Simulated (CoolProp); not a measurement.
The numbers come from the reference Helmholtz-energy equation of state, de Reuck 1993 in CoolProp.

Question: Give the vapour pressure (MPa), vapour density (kg/m³), liquid cp (kJ/(kg K)), liquid viscosity (µPa s) of saturated methanol at 334.8, 355.9 K.

Answer: 
```tsv
T (K)	p (MPa)	vapour density (kg/m³)	liquid cp (kJ/(kg K))	liquid viscosity (µPa s)
334.8	0.0905	1.10	2.80	337
355.9	0.200	2.33	2.99	266
```

Viscosity comes from a separate model (Xiang 2006).
